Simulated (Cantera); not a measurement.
Feed: 1 mol SiH2Cl2, 0.047 mol C3H8, 1700 mol H2, equilibrated at 48.0 mbar.

Cantera equilibrium calculation (NASA polynomials, part measured and part estimated; ideal gas, pure solids and liquids). Candidate condensed phases: C, C6H6, C7H8, C8H18, Si, SiC; 109 gas species. Mutual solubility and eutectic melting of coexisting phases are not modelled. Gases not in the tables: Si2H6 and higher silanes. Kinetics and transport are ignored.

Question: Which condensed phases are stable at each of these points (T (°C)): 825, 900, 975, 1050, 1125, 1200, 1275, 1350, 1425?

Answer: 
```
T (°C)  condensed phases  Si condensed (%)
------  ----------------  ----------------
825       Si(s) + SiC(s)              99.4
900       Si(s) + SiC(s)              99.4
975       Si(s) + SiC(s)              99.4
1050      Si(s) + SiC(s)              99.3
1125      Si(s) + SiC(s)              99.2
1200      Si(s) + SiC(s)              99.0
1275      Si(s) + SiC(s)              98.6
1350      Si(s) + SiC(s)              97.2
1425      Si(l) + SiC(s)              93.5
```

From 825 °C to 1350 °C the condensed part is Si(s) + SiC(s). At 1425 °C the condensed part is Si(l) + SiC(s).
